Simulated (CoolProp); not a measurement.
R1224YDZ along the isobar 8.77 MPa: density (kg/m³) from the reference equation and from simpler models built on Tc = 428.7 K, pc = 3.334 MPa, ω = 0.325; each cubic takes its own stable root.

The numbers come from the reference Helmholtz-energy equation of state, Akasaka 2023 in CoolProp.

```json
[
 {"T (K)": "411.1", "phase": "liquid", "reference": "1055"},
 {"T (K)": "415.5", "phase": "liquid", "reference": "1038"},
 {"T (K)": "419.9", "phase": "liquid", "reference": "1021"},
 {"T (K)": "424.4", "phase": "liquid", "reference": "1003"},
 {"T (K)": "428.8", "phase": "supercritical", "reference": "984.4"},
 {"T (K)": "433.2", "phase": "supercritical", "reference": "965.7"},
 {"T (K)": "437.7", "phase": "supercritical", "reference": "946.1"},
 {"T (K)": "442.1", "phase": "supercritical", "reference": "926.4"},
 {"T (K)": "446.5", "phase": "supercritical", "reference": "906.0"},
 {"T (K)": "451", "phase": "supercritical", "reference": "884.6"},
 {"T (K)": "455.4", "phase": "supercritical", "reference": "863.0"},
 {"T (K)": "459.8", "phase": "supercritical", "reference": "840.8"},
 {"T (K)": "464.3", "phase": "supercritical", "reference": "817.5"},
 {"T (K)": "468.7", "phase": "supercritical", "reference": "794.1"},
 {"T (K)": "473.1", "phase": "supercritical", "reference": "770.3"}
]
```

Question: How far does each simpler model (van der Waals, Redlich-Kwong, Soave-Redlich-Kwong) lie from the reference over these 15 states: mean and median of the absolute difference, and the worst?

Answer: 
- van der Waals: mean 27.5 %, median 28.2 %, worst -32.4 % at 411.1 K and 8.77 MPa
- Redlich-Kwong: mean 12.3 %, median 12.7 %, worst -13.4 % at 411.1 K and 8.77 MPa
- Soave-Redlich-Kwong: mean 14.2 %, median 14.2 %, worst -16.3 % at 473.1 K and 8.77 MPa
